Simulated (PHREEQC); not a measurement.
Acid rinse or clean

Consider water at 25 °C with 0.052 mol HF, 0.3 mol CuSO4 and 0.0014 mol CuCl2 per kg of water. Closed to the air; pH follows from the charge balance.

Model: ion-association model, wateq4f.dat, run in PHREEQC.

This is a speciation only: nothing precipitates in the calculation.

**Question.** Estimate the pH, ionic strength.

**Answer.** pH 2.48; ionic strength 0.561 mol/kgw.

**Question.** In which forms is Cl present?

**Answer.** Cl- 92 %, CuCl+ 8.3 % of the Cl.

wateq4f.dat counts part of the HF as a dimer, H2F2, which phreeqc.dat doesn't know; its constant is uncertain.
